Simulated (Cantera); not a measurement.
**Equilibrium for carbothermic reduction: MgO + C + H₂ + CO**

Feed: 1 mol MgO, 0.79 mol C, 1.1 mol H₂, a varied amount of CO, held at 1475 K and 2.50 mbar.

Equilibrium computed with Cantera from the NASA thermochemical tables; the gas is ideal and each condensed phase is pure. Candidate condensed phases: C, C₆H₆, C₇H₈, C₈H₁₈, H₂O, Mg, MgCO₃, MgO, Mg(OH)₂; 116 gas species. The tables' values for MgH are old estimates; treat these amounts as uncertain. Rates play no part.

From 1.6 mol CO to 12 mol CO the condensed part is C(graphite) + MgO(s). From 15 mol CO to 19 mol CO the condensed part is MgO(s). The main Mg-bearing gas is Mg throughout.

```json
[
 {"n(CO) (mol)": "1.6", "x CO": "0.580", "x H₂": "0.351", "x Mg": "0.0695", "x H": "0.000154", "x MgH": "2.07e-5", "n C(graphite)": "0.572", "n MgO(s)": "0.782"},
 {"n(CO) (mol)": "2", "x CO": "0.626", "x H₂": "0.309", "x Mg": "0.0643", "x H": "0.000144", "x MgH": "1.80e-5", "n C(graphite)": "0.561", "n MgO(s)": "0.771"},
 {"n(CO) (mol)": "2.5", "x CO": "0.671", "x H₂": "0.269", "x Mg": "0.0601", "x H": "0.000134", "x MgH": "1.57e-5", "n C(graphite)": "0.544", "n MgO(s)": "0.754"},
 {"n(CO) (mol)": "3.1", "x CO": "0.711", "x H₂": "0.232", "x Mg": "0.0567", "x H": "0.000125", "x MgH": "1.37e-5", "n C(graphite)": "0.521", "n MgO(s)": "0.731"},
 {"n(CO) (mol)": "3.9", "x CO": "0.750", "x H₂": "0.196", "x Mg": "0.0538", "x H": "0.000115", "x MgH": "1.20e-5", "n C(graphite)": "0.489", "n MgO(s)": "0.699"},
 {"n(CO) (mol)": "4.9", "x CO": "0.784", "x H₂": "0.164", "x Mg": "0.0514", "x H": "0.000105", "x MgH": "1.05e-5", "n C(graphite)": "0.446", "n MgO(s)": "0.656"},
 {"n(CO) (mol)": "6.1", "x CO": "0.813", "x H₂": "0.138", "x Mg": "0.0496", "x H": "9.62e-5", "x MgH": "9.25e-6", "n C(graphite)": "0.394", "n MgO(s)": "0.604"},
 {"n(CO) (mol)": "7.7", "x CO": "0.839", "x H₂": "0.113", "x Mg": "0.0480", "x H": "8.72e-5", "x MgH": "8.12e-6", "n C(graphite)": "0.322", "n MgO(s)": "0.532"},
 {"n(CO) (mol)": "9.7", "x CO": "0.861", "x H₂": "0.0923", "x Mg": "0.0468", "x H": "7.88e-5", "x MgH": "7.15e-6", "n C(graphite)": "0.232", "n MgO(s)": "0.442"},
 {"n(CO) (mol)": "12", "x CO": "0.878", "x H₂": "0.0762", "x Mg": "0.0459", "x H": "7.16e-5", "x MgH": "6.37e-6", "n C(graphite)": "0.128", "n MgO(s)": "0.338"},
 {"n(CO) (mol)": "15", "x CO": "0.893", "x H₂": "0.0622", "x Mg": "0.0447", "x H": "6.47e-5", "x MgH": "5.60e-6", "n C(graphite)": "0", "n MgO(s)": "0.210"},
 {"n(CO) (mol)": "19", "x CO": "0.913", "x H₂": "0.0507", "x Mg": "0.0364", "x H": "5.84e-5", "x MgH": "4.13e-6", "n C(graphite)": "0", "n MgO(s)": "0.210"}
]
```
x: gas mole fraction; n: condensed amount in mol.
